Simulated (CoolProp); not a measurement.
Cyclopropane at 293.15 K and 6.55 MPa is throttled through a valve to 3.5 MPa with no heat exchange. Each further row changes one setting.

Computed with CoolProp (reference Helmholtz-energy equation of state, Polt 1992). This equation is an older, rougher fit; its heat capacities, sound speeds and derivatives of the liquid may be far off and weren't checked against measurements.

```csv
case,temperature change (K),final density (kg/m³)
as stated,+0.7,?
outlet pressure 1.05 MPa,?,?
outlet pressure 4.55 MPa,?,?
```

Q: Complete the blanks.

A: 
- as stated, final density (kg/m³): 632
- outlet pressure 1.05 MPa, temperature change (K): +1.2
- outlet pressure 1.05 MPa, final density (kg/m³): 626
- outlet pressure 4.55 MPa, temperature change (K): +0.5
- outlet pressure 4.55 MPa, final density (kg/m³): 634
